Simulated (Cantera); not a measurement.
Feed: 1 mol Fe, 0.41 mol H₂O, 160 mol H₂, equilibrated at 10.0 mbar.

Cantera equilibrium calculation (NASA polynomials, part measured and part estimated; ideal gas, pure solids and liquids). Candidate condensed phases: Fe, FeO, Fe(OH)₂, Fe(OH)₃, Fe₂O₃, Fe₃O₄, H₂O; 12 gas species. Equilibrium is a limit: real reactors are often held back by kinetics, nucleation or transport.

x: gas mole fraction; n: condensed amount in mol.

| T (K) | x H₂ | x H | x Fe | x H₂O | x OH | x FeO | n Fe(α) | n Fe(γ) | n Fe(l) |
|---|---|---|---|---|---|---|---|---|---|
| 623 | 0.997 | <1e-12 | <1e-12 | 0.00256 | <1e-12 | <1e-12 | 1.00 | 0 | 0 |
| 823 | 0.997 | 7.33e-11 | <1e-12 | 0.00256 | <1e-12 | <1e-12 | 1.00 | 0 | 0 |
| 1023 | 0.997 | 4.13e-8 | 4.48e-12 | 0.00256 | <1e-12 | <1e-12 | 1.00 | 0 | 0 |
| 1223 | 0.997 | 3.00e-6 | 1.06e-8 | 0.00256 | (withheld) | <1e-12 | 0 | 1.000 | 0 |
| 1423 | 0.997 | 6.63e-5 | 2.67e-6 | 0.00256 | (withheld) | 1.92e-11 | 0 | 1.000 | 0 |
| 1623 | 0.997 | 0.000690 | 0.000167 | 0.00255 | (withheld) | 2.79e-9 | 0 | 0.973 | 0 |
| 1823 | 0.989 | 0.00431 | 0.00407 | 0.00254 | (withheld) | 1.31e-7 | 0 | 0 | 0.343 |
| 2023 | 0.973 | 0.0187 | 0.00614 | 0.00251 | (withheld) | 3.34e-7 | 0 | 0 | 0 |

Q: Some entries are withheld; supply them.

A: 
- 1223, x OH: 6.93e-11
- 1423, x OH: 3.69e-9
- 1623, x OH: 7.41e-8
- 1823, x OH: 7.70e-7
- 2023, x OH: 5.04e-6
